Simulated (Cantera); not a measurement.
Input: 1 mol SiH₄, 0.37 mol C₃H₈, 9.6 mol H₂, held at 0.0220 bar.

Points: T (K) = 973, 1173, 1373, 1573, 1773, 1973, 2173, 2373, 2573.

Cantera's Mixture.equilibrate('TP', solver="vcs", rtol=1e-11, max_steps=5000) on the NASA tables stopped like this:

```
: C(gr) 0.1044  SiC(b) 1
T = 1373 K  P = 2200 Pa  gas = 13.08 mol
   x: H2 9.999e-01
   condensed (mol): C(gr) 0.1085  SiC(b) 1
T = 1573 K  P = 2200 Pa  gas = 13.08 mol
   x: H2 9.997e-01
   condensed (mol): C(gr) 0.1089  SiC(b) 1
T = 1773 K  P = 2200 Pa  gas = 13.09 mol
   x: H2 9.979e-01  H 1.916e-03
   condensed (mol): C(gr) 0.1061  SiC(b) 1
T = 1973 K  P = 2200 Pa  gas = 13.14 mol
   x: H2 9.902e-01  H 9.052e-03
   condensed (mol): C(gr) 0.09424  SiC(b) 0.9988
T = 2173 K  P = 2200 Pa  gas = 13.31 mol
   x: H2 9.643e-01  H 3.195e-02  C2H2,acetylene 2.128e-03  Si 1.269e-03
   condensed (mol): C(gr) 0.0709  SiC(b) 0.9783
ERROR: FAILURE its = 5001!

*******************************************************************************
CanteraError thrown by MultiPhase::equilibrate:
VCS solver failed. Return code: -1
*******************************************************************************
```

**Question.** What got this run through?

**Answer.** Several could match; the one computed here: The failure is numerical, not chemical. The same input converged with solver="gibbs", rtol=1e-10, max_steps=50000, and the result passed a check of the equilibrium conditions:
```
T = 973 K  P = 2200 Pa  gas = 13.04 mol
   x: H2 9.972e-01  CH4 2.811e-03
   condensed (mol): C(gr) 0.07333  SiC(b) 1
T = 1173 K  P = 2200 Pa  gas = 13.07 mol
   x: H2 9.996e-01
   condensed (mol): C(gr) 0.1044  SiC(b) 1
T = 1373 K  P = 2200 Pa  gas = 13.08 mol
   x: H2 9.999e-01
   condensed (mol): C(gr) 0.1085  SiC(b) 1
T = 1573 K  P = 2200 Pa  gas = 13.08 mol
   x: H2 9.997e-01
   condensed (mol): C(gr) 0.1089  SiC(b) 1
T = 1773 K  P = 2200 Pa  gas = 13.09 mol
   x: H2 9.979e-01  H 1.916e-03
   condensed (mol): C(gr) 0.1061  SiC(b) 1
T = 1973 K  P = 2200 Pa  gas = 13.14 mol
   x: H2 9.902e-01  H 9.052e-03
   condensed (mol): C(gr) 0.09424  SiC(b) 0.9988
T = 2173 K  P = 2200 Pa  gas = 13.31 mol
   x: H2 9.643e-01  H 3.195e-02  C2H2,acetylene 2.128e-03  Si 1.269e-03
   condensed (mol): C(gr) 0.0709  SiC(b) 0.9783
T = 2373 K  P = 2200 Pa  gas = 13.95 mol
   x: H2 8.873e-01  H 8.870e-02  Si 1.386e-02  C2H2,acetylene 5.459e-03  SiC2 2.441e-03  Si2C 1.402e-03
   condensed (mol): C(gr) 0.1462  SiC(b) 0.7218
T = 2573 K  P = 2200 Pa  gas = 15.56 mol
   x: H2 7.300e-01  H 1.979e-01  Si 4.284e-02  SiC2 1.362e-02  C2H2,acetylene 1.065e-02  Si2C 3.034e-03  SiH 1.288e-03
   condensed (mol): C(gr) 0.2912
```

The gas is ideal and each condensed phase is pure. Gases not in the tables: Si2H6 and higher silanes.
